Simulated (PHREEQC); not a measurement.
A solution holds 0.24 mol/kgw NaCl and 0.00061 mol/kgw CdCl2, at 25 °C. Closed to the air; pH follows from the charge balance.

Equilibrium calculation in PHREEQC: ion-association model, wateq4f.dat.

| Property | Result |
|---|---|
| pH | 6.51 |
| ionic strength | 0.240 mol/kgw |
| activity of water | 0.992 |

| species | molality | activity | log γ |
|---|---|---|---|
| Cl- | 0.240 | 0.168 | -0.156 |
| Na+ | 0.240 | 0.176 | -0.134 |
| CdCl+ | 0.000355 | 0.000262 | -0.131 |
| CdCl2 | 0.000174 | 0.000184 | 0.024 |
| Cd+2 | 5.48e-5 | 1.64e-5 | -0.524 |
| CdCl3- | 2.63e-5 | 1.94e-5 | -0.131 |
| H+ | 3.86e-7 | 3.05e-7 | -0.102 |
| CdOHCl | 3.33e-7 | 3.52e-7 | 0.024 |

No solid was allowed to form.
